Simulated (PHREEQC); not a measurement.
Solution (21 °C): 42 mmol/kgw Na3PO4 and 25 mmol/kgw NaHCO3. Closed to the air; pH follows from the charge balance.

Computed with PHREEQC (ion-association model, wateq4f.dat).

```yaml
pH: 11.46
ionic_strength: 0.223 mol/kgw
total_alkalinity: 109 meq/kg
```

```
species  molality  activity   log γ
-------  --------  --------  ------
Na+         0.140     0.103  -0.131
HPO4-2     0.0255   0.00737  -0.540
CO3-2      0.0150   0.00451  -0.521
PO4-3      0.0145  0.000884  -1.214
NaCO3-    0.00952   0.00705  -0.130
OH-       0.00302   0.00212  -0.155
NaHPO4-   0.00200   0.00148  -0.130
HCO3-    0.000489  0.000362  -0.130
NaHCO3    2.00e-5   2.10e-5   0.022
H2PO4-    5.67e-7   4.20e-7  -0.130
CO2       2.83e-9   2.98e-9   0.022
```

Precipitation was switched off in this run. Complexes and solids missing from the database can't appear. H3PO4, which wateq4f.dat lacks, is added to it with the constant of phreeqc.dat.
